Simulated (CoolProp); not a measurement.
Properties of n-pentane along the isobar 17.2 MPa.

Computed with CoolProp (reference Helmholtz-energy equation of state, Thol 2019).

```json
[
 {"T (K)": "297", "phase": "liquid", "density (kg/m³)": "641.6", "cp (kJ/(kg K))": "2.261", "expansivity (1/kK)": "1.317", "conductivity (mW/(m K))": "122", "Prandtl number": "4.20"},
 {"T (K)": "327.7", "phase": "liquid", "density (kg/m³)": "615.4", "cp (kJ/(kg K))": "2.384", "expansivity (1/kK)": "1.409", "conductivity (mW/(m K))": "113", "Prandtl number": "3.63"},
 {"T (K)": "358.5", "phase": "liquid", "density (kg/m³)": "588.2", "cp (kJ/(kg K))": "2.516", "expansivity (1/kK)": "1.526", "conductivity (mW/(m K))": "(withheld)", "Prandtl number": "3.18"},
 {"T (K)": "389.3", "phase": "liquid", "density (kg/m³)": "560.0", "cp (kJ/(kg K))": "2.653", "expansivity (1/kK)": "1.673", "conductivity (mW/(m K))": "97.7", "Prandtl number": "2.81"},
 {"T (K)": "420", "phase": "liquid", "density (kg/m³)": "530.5", "cp (kJ/(kg K))": "2.792", "expansivity (1/kK)": "1.854", "conductivity (mW/(m K))": "92.2", "Prandtl number": "2.48"},
 {"T (K)": "450.8", "phase": "liquid", "density (kg/m³)": "499.4", "cp (kJ/(kg K))": "(withheld)", "expansivity (1/kK)": "2.077", "conductivity (mW/(m K))": "88.2", "Prandtl number": "2.17"},
 {"T (K)": "481.5", "phase": "supercritical", "density (kg/m³)": "466.7", "cp (kJ/(kg K))": "3.074", "expansivity (1/kK)": "2.345", "conductivity (mW/(m K))": "85.7", "Prandtl number": "1.87"},
 {"T (K)": "512.3", "phase": "supercritical", "density (kg/m³)": "432.2", "cp (kJ/(kg K))": "3.209", "expansivity (1/kK)": "(withheld)", "conductivity (mW/(m K))": "84.4", "Prandtl number": "1.59"},
 {"T (K)": "543.1", "phase": "supercritical", "density (kg/m³)": "396.5", "cp (kJ/(kg K))": "3.330", "expansivity (1/kK)": "2.935", "conductivity (mW/(m K))": "84.3", "Prandtl number": "1.34"},
 {"T (K)": "573.8", "phase": "supercritical", "density (kg/m³)": "361.1", "cp (kJ/(kg K))": "3.425", "expansivity (1/kK)": "3.134", "conductivity (mW/(m K))": "85.0", "Prandtl number": "1.13"}
]
```

Q: What belongs in the gaps?

A: 
- 358.5, conductivity (mW/(m K)): 105
- 450.8, cp (kJ/(kg K)): 2.933
- 512.3, expansivity (1/kK): 2.647

Viscosity comes from a separate model (Quiñones-Cisneros 2006), older than the equation that it now runs on, and unchecked against measurements. Thermal conductivity comes from a separate model (Vassiliou 2015).
